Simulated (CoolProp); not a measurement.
A simple Rankine cycle with c-C4F8 (RC318): condensing at 329.15 K, boiler at 1.81 MPa, turbine inlet 369.1 K, turbine efficiency 0.75, pump efficiency 0.6, no recuperator. Each further row changes one setting.

Computed with CoolProp (reference Helmholtz-energy equation of state, Platzer 1990). This equation is an older, rougher fit; its heat capacities, sound speeds and derivatives of the liquid may be far off and weren't checked against measurements.

```
case                             thermal efficiency (%)  net work (kJ/kg)  heat in (kJ/kg)  turbine exit temperature (K)  volume ratio over the turbine
-------------------------------  ----------------------  ----------------  ---------------  ----------------------------  -----------------------------
as stated                                           [?]              5.92              109                           [?]                           3.00
turbine inlet 389.1 K                               [?]              7.04              133                         369.2                            [?]
condensing temperature 321.15 K                     6.5               [?]              119                           [?]                           3.78
boiler pressure 1.27 MPa                            3.5               [?]              119                         357.9                           1.80
turbine efficiency 0.65                             [?]              4.96              109                         346.5                           3.01
```

Complete the blanks.


- as stated, thermal efficiency (%): 5.4
- as stated, turbine exit temperature (K): 345.5
- turbine inlet 389.1 K, thermal efficiency (%): 5.3
- turbine inlet 389.1 K, volume ratio over the turbine: 2.73
- condensing temperature 321.15 K, net work (kJ/kg): 7.70
- condensing temperature 321.15 K, turbine exit temperature (K): 341.4
- boiler pressure 1.27 MPa, net work (kJ/kg): 4.18
- turbine efficiency 0.65, thermal efficiency (%): 4.5
